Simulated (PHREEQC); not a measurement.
PHREEQC input (ion-association model, wateq4f.dat):

```
SOLUTION_MASTER_SPECIES
  Amm  AmmH+  0  AmmH  17.031  # ammonia with no redox link, constants of NH4+
SOLUTION_SPECIES
  AmmH+ = AmmH+
    -log_k 0
  AmmH+ = Amm + H+
    -log_k -9.252
    -delta_h 12.48 kcal
    -analytic 0.6322 -0.001225 -2835.76
    -gamma 2.5 0.0
  AmmH+ + SO4-2 = AmmHSO4-
    -log_k 1.11
    -gamma 5.0 0.0
PHASES
  Amm(g)
    Amm = Amm
    -log_k 1.770
    -delta_h -8.170 kcal
EXCHANGE_SPECIES
  AmmH+ + X- = AmmHX
    -log_k 0.6
SOLUTION 1
  temp 25
  units mol/kgw
  pH 7 charge
  F 0.26
  Cs 0.11
  Cl 0.00055
SOLUTION 2
  temp 25
  units mol/kgw
  pH 7 charge
  F 0.0016
  Cs 0.0016
  Amm 5.8e-05
END
SELECTED_OUTPUT 1
  -reset false
  -pH true
  -pe true
  -ionic_strength true
  -water true
  -totals Amm Cl Cs F
  -molalities H+ Cl- Cs+ F- O2 OH- HF HF2- H2F2 AmmH+
    Amm
PRINT
  -reset false
MIX 1
  1 1
  2 0
EQUILIBRIUM_PHASES 1
  O2(g) -0.68 10
END
# ... the last block is repeated for the other 10 points of share of solution B
```

Selected output (columns that matter, 11 of 11 rows; share of solution B added in front):

```
share of solution B	pH	mu	Amm	Cl	Cs	F	m_H+	m_Cl-	m_Cs+	m_F-	m_OH-	m_HF	m_HF2-	m_H2F2
0	3.0366	0.11112	0	0.00055	0.11	0.26	0.0011195	0.00055	0.11	0.083068	1.4374e-11	0.084105	0.027501	0.018912
0.1	3.0368	0.10028	5.8e-06	0.000495	0.09916	0.23416	0.0011134	0.000495	0.09916	0.07633	1.4238e-11	0.078257	0.023455	0.016332
0.2	3.0371	0.089438	1.16e-05	0.00044	0.08832	0.20832	0.0011062	0.00044	0.08832	0.069403	1.4097e-11	0.072083	0.019595	0.013822
0.3	3.0378	0.078595	1.74e-05	0.000385	0.07748	0.18248	0.0010974	0.000385	0.07748	0.062267	1.3953e-11	0.065534	0.015943	0.011396
0.4	3.0391	0.06775	2.32e-05	0.00033	0.06664	0.15664	0.0010863	0.00033	0.06664	0.054894	1.3811e-11	0.058548	0.012526	0.0090735
0.5	3.0413	0.056901	2.9e-05	0.000275	0.0558	0.1308	0.0010716	0.000275	0.0558	0.04725	1.3677e-11	0.051041	0.0093756	0.0068787
0.6	3.0454	0.046046	3.48e-05	0.00022	0.04496	0.10496	0.0010509	0.00022	0.04496	0.039289	1.3572e-11	0.042902	0.0065365	0.0048477
0.7	3.0533	0.03518	4.06e-05	0.000165	0.03412	0.07912	0.0010192	0.000165	0.03412	0.030948	1.3541e-11	0.033974	0.004067	0.0030323
0.8	3.0705	0.02429	4.64e-05	0.00011	0.02328	0.05328	0.00096366	0.00011	0.02328	0.022129	1.3735e-11	0.024024	0.0020512	0.0015125
0.9	3.1211	0.013329	5.22e-05	5.5e-05	0.01244	0.02744	0.0008372	5.5e-05	0.01244	0.012656	1.4901e-11	0.012703	0.00061875	0.00042182
1	9.3802	0.0016251	5.8e-05	0	0.0016	0.0016	4.3468e-10	0	0.0016	0.0016	2.5136e-05	9.5525e-10	5.8666e-12	2.3789e-18
```

Species that the database lacks are ignored. wateq4f.dat counts part of the HF as a dimer, H2F2, which phreeqc.dat doesn't know; its constant is uncertain.
